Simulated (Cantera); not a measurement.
Cantera run, input and output.

```python
import numpy as np
import cantera as ct

gas = ct.Solution("gri30.yaml")
gas.TPX = 1375, 500000, {'CH4': 1, 'CO2': 1.1}
inlet = ct.Reservoir(gas, clone=True)

reactor = ct.IdealGasConstPressureReactor(gas, energy="off", clone=False)
exhaust = ct.Reservoir(gas, clone=True)
tau = [0.76, 0.32, 0.14, 0.058, 0.025, 0.01, 0.0044, 0.0019][0]
for a, b in ((inlet, reactor), (reactor, exhaust)):
    ct.MassFlowController(a, b, mdot=lambda t: reactor.mass / tau)
net = ct.ReactorNet([reactor])
show = ['CH4', 'CO2', 'CH2', 'O', 'H']

rows = []
print(f"{'tau/s':>10s}{'T/K':>9s}" + "".join(f"{s:>11s}" for s in show))
for tau in [0.76, 0.32, 0.14, 0.058, 0.025, 0.01, 0.0044, 0.0019]:
    net.initial_time = 0.0
    net.advance(30 * tau)
    before = gas.X
    net.advance(40 * tau)
    drift = np.max(np.abs(gas.X - before) / (gas.X + 1e-9))
    rows.append([gas.T, *gas[show].X, drift])
    print(f"{tau:10.3e}{gas.T:9.1f}" + "".join(f"{x:11.3e}" for x in gas[show].X))
```

Result:

```
     tau/s      T/K        CH4        CO2        CH2          O          H
 7.600e-01   1375.0  3.950e-01  4.733e-01  4.068e-11  2.618e-15  1.318e-07
 3.200e-01   1375.0  4.365e-01  5.052e-01  3.462e-11  1.325e-15  7.775e-08
 1.400e-01   1375.0  4.579e-01  5.174e-01  3.491e-11  6.982e-16  3.987e-08
 5.800e-02   1375.0  4.688e-01  5.220e-01  3.348e-11  3.977e-16  1.678e-08
 2.500e-02   1375.0  4.732e-01  5.233e-01  2.827e-11  2.908e-16  7.090e-09
 1.000e-02   1375.0  4.751e-01  5.237e-01  2.068e-11  2.538e-16  3.299e-09
 4.400e-03   1375.0  4.757e-01  5.238e-01  1.536e-11  2.440e-16  2.196e-09
 1.900e-03   1375.0  4.760e-01  5.238e-01  1.201e-11  2.404e-16  1.798e-09
```

Cantera simulation using GRI-Mech 3.0 (53 species, 325 reactions); the numbers are that mechanism's predictions, not measurements.
